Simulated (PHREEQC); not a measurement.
A solution holds 0.0013 mol H2SO4, 0.0094 mol Li2SO4 and 0.13 mol MgSO4 per kg of water, at 25 °C. Closed to the air; pH follows from the charge balance.

Equilibrium calculation in PHREEQC: ion-association model, phreeqc.dat.

Each row changes one thing in this solution. This is a speciation only: nothing precipitates in the calculation.

```
case                                     pH  ionic strength (mol/kgw)  MgSO4 (mol/kgw)  SO4-2 (mol/kgw)  Mg+2 (mol/kgw)  HSO4- (mol/kgw)
-------------------------------------  ----  ------------------------  ---------------  ---------------  --------------  ---------------
as made                                3.14                     0.257           0.0722           0.0654          0.0578          0.00168
diluted 5-fold with water              3.60                    0.0653           0.0111           0.0167          0.0149         0.000218
Li2SO4 from 0.0094 to 0.00846 mol/kgw  3.13                     0.255           0.0721           0.0648          0.0579          0.00167
MgSO4 from 0.13 to 0.117 mol/kgw       3.12                     0.237           0.0642           0.0605          0.0528          0.00165
H2SO4 from 0.0013 to 0.00143 mol/kgw   3.10                     0.257           0.0722           0.0654          0.0578          0.00184
Li2SO4 left out                        3.12                     0.238           0.0705           0.0591          0.0595          0.00163
temperature from 25 to 80 °C           3.47                     0.163           0.0957           0.0419          0.0343          0.00217
diluted 10-fold with water             3.81                    0.0362          0.00470          0.00924         0.00830          8.29e-5
```

Species that the database lacks are ignored. Away from 25 °C the constants follow the database's enthalpies or fits; those with neither stay at their 25 °C values.
